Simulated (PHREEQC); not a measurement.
Dissolve 4.2 mmol/kgw NH4HF2, 0.081 mmol/kgw H2SiF6 and 5 mmol/kgw HBF4 at 25 °C. Closed to the air; pH follows from the charge balance.

Computed with PHREEQC (ion-association model, phreeqc.dat).

This is a speciation only: nothing precipitates in the calculation.

### Question
Order these F species by the share of F that they hold, largest first: HF, SiF6-2, BF4-, F-, BF3OH-.

### Answer
BF4- (64 %), HF (25 %), F- (6.8 %), BF3OH- (2.5 %), SiF6-2 (1.7 %)

### Question
Order these B species by the share of B that they hold, largest first: H3BO3, BF2(OH)2-, BF4-, BF3OH-.

### Answer
BF4- (92 %), BF3OH- (4.8 %), H3BO3 (2.3 %), BF2(OH)2- (0.91 %)

The pH is 2.58 and the ionic strength 0.00715 mol/kgw. Complexes and solids missing from the database can't appear. SiF6-2 is the database's only silicon fluoride. Real BF4- forms and hydrolyses slowly; the run takes it at equilibrium.
